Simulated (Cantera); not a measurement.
Input: 1 mol PbO, 5.6 mol CO, 23 mol H2, at 575 °C and 13.3 mbar.

These are equilibrium values from Cantera (NASA tables, ideal gas, pure condensed phases), not measurements of a reactor. Candidate condensed phases: C, C6H6, C7H8, C8H18, H2O, Pb, PbO, PbO2, Pb3O4; 113 gas species. Rates play no part.

Base state: H2 0.780, CO 0.178, H2O 0.0225, CO2 0.0158, CH4 0.00315, Pb 2.25e-5 (mole fractions); condensed: Pb(l).

Q: What changes in the equilibrium state with this change: temperature from 575 °C to 602 °C?

A: 
```
species      before    after
----------  -------  -------
H2            0.780    0.781
CO            0.178    0.181
H2O          0.0225   0.0225
CO2          0.0158   0.0138
CH4         0.00315  0.00122
Pb          2.25e-5  5.06e-5
Pb(l), mol    0.999    0.999
```

Q: What changes in the equilibrium state with this change: temperature from 575 °C to 1252 °C?

A: 
```csv
species,before,after
H2,0.780,0.746
CO,0.178,0.186
Pb,2.25e-5,0.0338
CO2,0.0158,0.00287
H2O,0.0225,0.0309
CH4,0.00315,1.46e-9
H,<1e-9,0.000177
"Pb(l), mol",0.999,0
```
